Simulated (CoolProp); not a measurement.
Saturation properties of the fluoroketone C6F12O (FK-5-1-12) (Tc = 441.8 K, pc = 1.869 MPa, ω = 0.471).

Model: reference Helmholtz-energy equation of state, McLinden 2015, in CoolProp.

```csv
T (K),p (MPa),liquid density (kg/m³),liquid cp (kJ/(kg K))
251.5,0.003519,1736,1.089
260.2,0.006042,1712,1.089
269,0.009978,…,…
277.7,0.01575,1662,…
286.4,…,1637,1.096
295.1,0.03548,…,1.100
303.9,0.05118,1585,1.106
312.6,0.07169,1558,1.113
321.3,0.09819,1530,1.121
330.1,0.1322,1501,1.130
338.8,0.1742,1471,1.140
347.5,0.2258,1440,1.152
356.2,0.2884,…,1.166
365,0.3643,…,…
```

Task: What belongs in the gaps?

Result: 
- 269, liquid density (kg/m³): 1687
- 269, liquid cp (kJ/(kg K)): 1.090
- 277.7, liquid cp (kJ/(kg K)): 1.093
- 286.4, p (MPa): 0.02401
- 295.1, liquid density (kg/m³): 1611
- 356.2, liquid density (kg/m³): 1407
- 365, liquid density (kg/m³): 1373
- 365, liquid cp (kJ/(kg K)): 1.181

It boils at 322.2 K under 1 atm.
